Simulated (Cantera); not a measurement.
## Pb + CO + H₂ (iron carbonyl, mercury and lead vapours)

Feed: 1 mol Pb, 7 mol CO, 92 mol H₂, at 6.90 mbar.

These are equilibrium values from Cantera (NASA tables, ideal gas, pure condensed phases), not measurements of a reactor. Candidate condensed phases: C, C₆H₆, C₇H₈, C₈H₁₈, H₂O, Pb, PbO, PbO₂, Pb₃O₄; 113 gas species. The numbers say what is thermodynamically allowed, not how fast it happens.

From 725 °C to 775 °C the condensed part is Pb(l). From 825 °C to 1175 °C nothing is condensed. The main Pb-bearing gas is Pb throughout.

| T (°C) | log p H₂ | log p CO | log p Pb | log p CH₄ | log p H₂O | log p H | n Pb(l) |
|---|---|---|---|---|---|---|---|
| 725 | -2.19 | -3.31 | -4.81 | -5.63 | -5.67 | -9.76 | 0.777 |
| 775 | -2.20 | -3.32 | -4.35 | -5.91 | -5.95 | -9.21 | 0.355 |
| 825 | -2.20 | -3.32 | -4.16 | -6.18 | -6.21 | -8.71 | 0 |
| 875 | -2.20 | -3.32 | -4.16 | -6.41 | -6.44 | -8.24 | 0 |
| 925 | -2.20 | -3.32 | -4.16 | -6.63 | -6.65 | -7.82 | 0 |
| 975 | -2.20 | -3.32 | -4.16 | -6.83 | -6.85 | -7.43 | 0 |
| 1025 | -2.20 | -3.32 | -4.16 | -7.01 | -7.03 | -7.07 | 0 |
| 1075 | -2.20 | -3.32 | -4.16 | -7.18 | -7.19 | -6.73 | 0 |
| 1125 | -2.20 | -3.32 | -4.16 | -7.35 | -7.34 | -6.42 | 0 |
| 1175 | -2.20 | -3.32 | -4.16 | -7.51 | -7.48 | -6.13 | 0 |
log p: log10 of the partial pressure in bar; n: condensed amount in mol.
